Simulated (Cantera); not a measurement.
Feed: 1 mol Al2O3, 0.41 mol H2, 0.56 mol H2O, equilibrated at 1350 K and 34.0 Pa.

Equilibrium computed with Cantera from the NASA thermochemical tables; the gas is ideal and each condensed phase is pure. Candidate condensed phases: Al, Al2O3, H2O; 19 gas species. Equilibrium is a limit: real reactors are often held back by kinetics, nucleation or transport.

Base state: H2O 0.577, H2 0.423, H 8.40e-5 (mole fractions); condensed: Al2O3(s).

What changes in the equilibrium state with this change: temperature from 1350 K to 2175 K?


| species | before | after |
|---|---|---|
| H2O | 0.577 | 0.468 |
| H2 | 0.423 | 0.336 |
| H | 8.40e-5 | 0.153 |
| OH | 1.86e-6 | 0.0287 |
| AlO2H | <1e-9 | 0.000106 |
| O | <1e-9 | 0.00919 |
| O2 | <1e-9 | 0.00541 |
| Al2O3(s), mol | 1.00 | 1.000 |
The tables' values for AlOH are old estimates; treat these amounts as uncertain.
